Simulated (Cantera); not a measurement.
A perfectly stirred reactor is fed with NH₃ : H₂ = 1 : 5.7 (molar parts), at 1330 Pa; it is held at 1700 K, and followed from long to short residence time.

Cantera simulation using the gas-phase N/H chemistry of the illustrative SiF4/NH3 mechanism in the Surface Chemkin manual (1991); the numbers are that mechanism's predictions, not measurements. Walls and surfaces, which speed up NH3 decomposition in real reactors, are not modelled.

Q: What does this change do: temperature 1700 to 1398 K?

A: 
```tsv
quantity	before	after
x(NH₃) at τ = 4.20 s	0.140	0.149
x(H₂) at τ = 4.20 s	0.856	0.851
x(NH) at τ = 4.20 s	1.24e-6	4.45e-9
x(N) at τ = 4.20 s	9.38e-8	7.20e-11
x(N₂H₂) at τ = 4.20 s	2.15e-7	3.43e-9
x(NH₃) at τ = 25.0 ms	0.149	0.149
x(H₂) at τ = 25.0 ms	0.851	0.851
x(NH) at τ = 25.0 ms	7.66e-9	<1e-12
x(N) at τ = 25.0 ms	4.46e-11	<1e-12
x(N₂H₂) at τ = 25.0 ms	8.01e-10	<1e-12
```
